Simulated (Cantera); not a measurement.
Cantera run, input and output.

```python
import numpy as np
import cantera as ct

gas = ct.Solution("gri30.yaml", transport_model="mixture-averaged")
show = ['H', 'CO2', 'CH4']

rows = []
print(f"{'T/K':>7s}{'rho':>11s}{'cp':>10s}{'mu':>11s}{'lambda':>11s}{'Pr':>7s}" + "".join(f"{'D_' + s:>11s}" for s in show))
for T in [400, 550, 700, 850, 1000, 1150]:
    gas.TPX = T, 2800, {'NO': 0.55, 'H2O': 0.61}
    Pr = gas.cp_mass * gas.viscosity / gas.thermal_conductivity
    D = [gas.mix_diff_coeffs_mole[gas.species_index(s)] for s in show]
    rows.append([gas.density, gas.cp_mass, gas.viscosity, gas.thermal_conductivity, Pr, *D])
    print(f"{T:7g}{gas.density:11.4e}{gas.cp_mass:10.1f}{gas.viscosity:11.4e}"
          f"{gas.thermal_conductivity:11.4e}{Pr:7.3f}" + "".join(f"{d:11.4e}" for d in D))
print("SI units: kg/m3, J/kg/K, Pa s, W/m/K, m2/s")
```

Output:

```
    T/K        rho        cp         mu     lambda     Pr        D_H      D_CO2      D_CH4
    400 1.9954e-02    1359.8 1.8427e-05 3.4747e-02  0.721 7.7818e-03 9.9018e-04 1.3889e-03
    550 1.4512e-02    1410.4 2.4316e-05 4.8001e-02  0.714 1.3842e-02 1.7931e-03 2.4801e-03
    700 1.1402e-02    1473.0 2.9845e-05 6.1940e-02  0.710 2.1179e-02 2.7771e-03 3.8049e-03
    850 9.3899e-03    1535.6 3.5065e-05 7.6289e-02  0.706 2.9667e-02 3.9225e-03 5.3392e-03
   1000 7.9814e-03    1596.2 4.0019e-05 9.0789e-02  0.704 3.9213e-02 5.2154e-03 7.0664e-03
   1150 6.9404e-03    1651.9 4.4742e-05 1.0526e-01  0.702 4.9750e-02 6.6457e-03 8.9738e-03
SI units: kg/m3, J/kg/K, Pa s, W/m/K, m2/s
```

Model: GRI-Mech 3.0 (53 species, 325 reactions), integrated in Cantera. Polar gases are described roughly by these parameters. The composition is frozen, though it would react at the higher temperatures.
